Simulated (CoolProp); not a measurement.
Vapour-liquid equilibrium of ethanol (1) + toluene (2) at 1.62 MPa; x and y are mole fractions of (1).

The numbers come from the multi-fluid Helmholtz-energy mixture model, Schroeder 2014 and Lemmon 2006; pair parameters Bell 2016 in CoolProp.

```json
[
 {"x": "0.05", "bubble temperature, mixture model (K)": "502.3", "bubble temperature, Raoult's law (K)": "511.0", "y, mixture model": "0.223", "y, Raoult's law": "0.181"},
 {"x": "0.125", "bubble temperature, mixture model (K)": "483.6", "bubble temperature, Raoult's law (K)": "499.3", "y, mixture model": "0.431", "y, Raoult's law": "0.371"},
 {"x": "0.2", "bubble temperature, mixture model (K)": "472.5", "bubble temperature, Raoult's law (K)": "490.1", "y, mixture model": "0.544", "y, Raoult's law": "0.505"},
 {"x": "0.275", "bubble temperature, mixture model (K)": "465.5", "bubble temperature, Raoult's law (K)": "482.5", "y, mixture model": "0.613", "y, Raoult's law": "0.605"},
 {"x": "0.35", "bubble temperature, mixture model (K)": "460.8", "bubble temperature, Raoult's law (K)": "476.2", "y, mixture model": "0.660", "y, Raoult's law": "0.683"},
 {"x": "0.425", "bubble temperature, mixture model (K)": "457.3", "bubble temperature, Raoult's law (K)": "470.7", "y, mixture model": "0.697", "y, Raoult's law": "0.745"},
 {"x": "0.5", "bubble temperature, mixture model (K)": "454.6", "bubble temperature, Raoult's law (K)": "465.9", "y, mixture model": "0.730", "y, Raoult's law": "0.797"},
 {"x": "0.575", "bubble temperature, mixture model (K)": "452.4", "bubble temperature, Raoult's law (K)": "461.6", "y, mixture model": "0.761", "y, Raoult's law": "0.840"},
 {"x": "0.65", "bubble temperature, mixture model (K)": "450.4", "bubble temperature, Raoult's law (K)": "457.8", "y, mixture model": "0.793", "y, Raoult's law": "0.878"},
 {"x": "0.725", "bubble temperature, mixture model (K)": "448.7", "bubble temperature, Raoult's law (K)": "454.4", "y, mixture model": "0.827", "y, Raoult's law": "0.910"},
 {"x": "0.8", "bubble temperature, mixture model (K)": "447.1", "bubble temperature, Raoult's law (K)": "451.2", "y, mixture model": "0.866", "y, Raoult's law": "0.938"},
 {"x": "0.875", "bubble temperature, mixture model (K)": "445.8", "bubble temperature, Raoult's law (K)": "448.4", "y, mixture model": "0.910", "y, Raoult's law": "0.964"},
 {"x": "0.95", "bubble temperature, mixture model (K)": "444.7", "bubble temperature, Raoult's law (K)": "445.7", "y, mixture model": "0.962", "y, Raoult's law": "0.986"}
]
```

The largest gap from Raoult's law is -17.6 K in bubble temperature, at x = 0.2. No azeotrope shows between x = 0.05 and 0.95.

The pair parameters rest on a limited set of measurements; away from them the model extrapolates.
